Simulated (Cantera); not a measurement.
# Equilibrium for hydrogen reduction and annealing atmospheres: Fe2O3 + H2 + H2O

Input: 1 mol Fe2O3, 2.3 mol H2, 1.7 mol H2O, held at 100000 Pa.

Method: chemical equilibrium by Gibbs-energy minimisation in Cantera with the NASA 1993 tables (ideal gas, pure condensed phases). Candidate condensed phases: Fe, FeO, Fe(OH)2, Fe(OH)3, Fe2O3, Fe3O4, H2O; 12 gas species. The tables' stoichiometric FeO is somewhat more stable than real wüstite, so its field is too wide. FeO: taken at fixed stoichiometry. Rates play no part.

From 1052 °C to 1352 °C the condensed part is FeO(s). From 1402 °C to 1702 °C the condensed part is FeO(l). The main Fe-bearing gas is Fe(OH)2 throughout.

| T (°C) | x H2O | x H2 | x H | x Fe(OH)2 | x OH | x Fe | x FeO | n FeO(s) | n FeO(l) |
|---|---|---|---|---|---|---|---|---|---|
| 1052 | 0.675 | 0.325 | 9.32e-7 | 1.57e-6 | 2.83e-8 | 3.59e-10 | 1.27e-12 | 2.00 | 0 |
| 1102 | 0.675 | 0.325 | 1.95e-6 | 2.84e-6 | 7.30e-8 | 1.44e-9 | 6.62e-12 | 2.00 | 0 |
| 1152 | 0.675 | 0.325 | 3.89e-6 | 4.93e-6 | 1.77e-7 | 5.20e-9 | 3.06e-11 | 2.00 | 0 |
| 1202 | 0.675 | 0.325 | 7.39e-6 | 8.23e-6 | 4.02e-7 | 1.72e-8 | 1.27e-10 | 2.00 | 0 |
| 1252 | 0.675 | 0.325 | 1.35e-5 | 1.33e-5 | 8.69e-7 | 5.22e-8 | 4.81e-10 | 2.00 | 0 |
| 1302 | 0.675 | 0.325 | 2.37e-5 | 2.08e-5 | 1.79e-6 | 1.48e-7 | 1.66e-9 | 2.00 | 0 |
| 1352 | 0.675 | 0.325 | 4.02e-5 | 3.16e-5 | 3.52e-6 | 3.90e-7 | 5.30e-9 | 2.00 | 0 |
| 1402 | 0.675 | 0.325 | 6.62e-5 | 4.55e-5 | 6.65e-6 | 9.44e-7 | 1.53e-8 | 0 | 2.00 |
| 1452 | 0.675 | 0.325 | 0.000106 | 6.26e-5 | 1.21e-5 | 2.11e-6 | 4.06e-8 | 0 | 2.00 |
| 1502 | 0.675 | 0.325 | 0.000165 | 8.44e-5 | 2.13e-5 | 4.50e-6 | 1.01e-7 | 0 | 2.00 |
| 1552 | 0.675 | 0.325 | 0.000251 | 0.000112 | 3.64e-5 | 9.18e-6 | 2.40e-7 | 0 | 2.00 |
| 1602 | 0.675 | 0.325 | 0.000374 | 0.000146 | 6.05e-5 | 1.80e-5 | 5.40e-7 | 0 | 2.00 |
| 1652 | 0.675 | 0.325 | 0.000545 | 0.000188 | 9.78e-5 | 3.39e-5 | 1.16e-6 | 0 | 2.00 |
| 1702 | 0.674 | 0.324 | 0.000779 | 0.000238 | 0.000154 | 6.18e-5 | 2.41e-6 | 0 | 2.00 |
x: gas mole fraction; n: condensed amount in mol.
